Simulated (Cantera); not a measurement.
Input: 1 mol TEOS, 1.1 mol O3, 1.9 mol H2, equilibrated at 0.0100 bar.

Method: chemical equilibrium by Gibbs-energy minimisation in Cantera with the NASA 1993 tables (ideal gas, pure condensed phases). Candidate condensed phases: C, C6H6, C7H8, C8H18, H2O, Si, SiC, SiO2; 123 gas species. The feed counts by its element totals alone. Mutual solubility and eutectic melting of coexisting phases are not modelled. The tables hold silica as quartz up to 1696 K and as liquid above; real silica turns to tridymite and cristobalite and melts near 1996 K. Equilibrium is a limit: real reactors are often held back by kinetics, nucleation or transport.

Task: Which condensed phases are stable at each of these points (T (K)): 700, 800, 900, 1000, 1100, 1200, 1300, 1400, 1500, 1600, 1700?

Result: 
```csv
T (K),condensed phases,Si condensed (%)
700,C(graphite) + SiO2(α-quartz),100.0
800,C(graphite) + SiO2(α-quartz),100.0
900,C(graphite) + SiO2(β-quartz),100.0
1000,C(graphite) + SiO2(β-quartz),100.0
1100,C(graphite) + SiO2(β-quartz),100.0
1200,C(graphite) + SiO2(β-quartz),100.0
1300,C(graphite) + SiO2(β-quartz),100.0
1400,SiC(s) + SiO2(β-quartz),99.0
1500,SiC(s),85.0
1600,SiC(s),85.0
1700,SiC(s),85.0
```

From 700 K to 800 K the condensed part is C(graphite) + SiO2(α-quartz). From 900 K to 1300 K the condensed part is C(graphite) + SiO2(β-quartz). At 1400 K the condensed part is SiC(s) + SiO2(β-quartz). From 1500 K to 1700 K the condensed part is SiC(s).
